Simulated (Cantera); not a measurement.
What does this Cantera script print?

```python
import numpy as np
import cantera as ct

gas_names = [...]  # 109 gases of nasa_gas.yaml made of C, Cl, H, Si
cond_names = """
    C(gr) C6H6(L) C7H8(L) C8H18(L),n-octa Si(cr) Si(L) SiC(b)
""".split()


# ... load() reads the species with a 1 bar reference pressure and builds the phases ...
atoms = {
    'SiH2Cl2': {'Si': 1, 'H': 2, 'CL': 2},
    'C2H2': {'C': 2, 'H': 2},
    'H2': {'H': 2},
    'CH4': {'C': 1, 'H': 4},
}
top_T = {'C(gr)': 4500, 'SiC(b)': 3050}  # K; cautious upper limits of use, not melting points


# ... equilibrate(T, P, feed) seeds the gas with the atoms and calls Mixture.equilibrate('TP', solver="vcs", rtol=1e-11, max_steps=5000) ...
results = []
feed = {'SiH2Cl2': 1, 'C2H2': 0.09, 'H2': 2.8, 'CH4': 0.35}  # mol
P = 6800  # Pa
for T in [1448, 1648, 1848, 2048, 2248, 2448, 2648]:
    mix = equilibrate(T, P, feed)
    results.append((T, P, feed, dict(zip(mix.species_names, mix.species_moles))))

top = {s: max(r[3][s] / sum(r[3][g] for g in gas_names) for r in results) for s in gas_names}
cols = sorted((s for s in top if top[s] > 0.0001), key=lambda s: -top[s])[:9]
seen = [c for c in cond_names if any(r[3].get(c, 0) > 1e-12 for r in results)]
print("log10 of partial pressures in bar; condensed amounts in mol")
print(f"{'T/K':>10s}" + "".join(f"{s[:9]:>10s}" for s in cols + seen))
for T, P, feed, n in results:
    ng = sum(n[g] for g in gas_names)
    print(f"{T:10.4g}" + "".join(f"{np.log10(max(n[s] / ng * P / 1e5, 1e-99)):10.3f}" for s in cols)
          + "".join(f"{n.get(c, 0):10.4g}" for c in seen))
```

It prints:

```
log10 of partial pressures in bar; condensed amounts in mol
       T/K        H2       HCL         H     SiCL2        Si        CL      SiC2      SiCL     SiCL3     C(gr)    SiC(b)
      1448    -1.292    -1.952    -5.682    -2.361    -8.772    -6.430   -15.712    -7.015    -3.119         0      0.53
      1648    -1.303    -1.903    -4.702    -2.272    -6.909    -5.407   -12.346    -5.796    -3.502         0      0.53
      1848    -1.306    -1.894    -3.929    -2.255    -5.437    -4.636    -9.737    -4.861    -3.883         0      0.53
      2048    -1.311    -1.890    -3.305    -2.261    -4.269    -4.015    -7.634    -4.128    -4.206         0    0.5298
      2248    -1.328    -1.872    -2.798    -2.316    -3.401    -3.482    -5.825    -3.598    -4.498         0    0.5266
      2448    -1.370    -1.839    -2.386    -2.476    -2.851    -3.004    -4.144    -3.300    -4.822         0    0.4867
      2648    -1.466    -1.886    -2.065    -2.715    -2.398    -2.641    -2.811    -3.106    -5.244  0.005014         0
```

Method: chemical equilibrium by Gibbs-energy minimisation in Cantera with the NASA 1993 tables (ideal gas, pure condensed phases). The tables' values for SiCl, SiCl3 are old estimates; treat these amounts as uncertain. Gases not in the tables: Si2H6 and higher silanes.
